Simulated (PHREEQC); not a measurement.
Make-up at 65 °C: 0.0046 mol/kgw HBr and 0.0056 mol/kgw MgCl2. It is in equilibrium with CO2 at log p = -2 (atm). Otherwise closed; pH follows from the charge balance.

Equilibrium calculation in PHREEQC: ion-association model, phreeqc.dat.

The pH comes out as 2.39 and the ionic strength is 0.0214 mol/kgw. The specific conductance comes out as 6180 µS/cm. The total alkalinity is -4.60 meq/kg.

```tsv
species	molality	activity	log γ
Cl-	0.0112	0.00957	-0.068
Mg+2	0.00560	0.00315	-0.250
H+	0.00460	0.00404	-0.056
Br-	0.00460	0.00391	-0.070
CO2	0.000152	0.000153	0.002
HCO3-	2.20e-8	1.90e-8	-0.064
(CO2)2	1.22e-9	1.23e-9	0.002
MgHCO3+	1.12e-9	9.60e-10	-0.067
```

This is a speciation only: nothing precipitates in the calculation. At this temperature some constants are extrapolated from 25 °C, and those without enthalpy data are left unchanged.
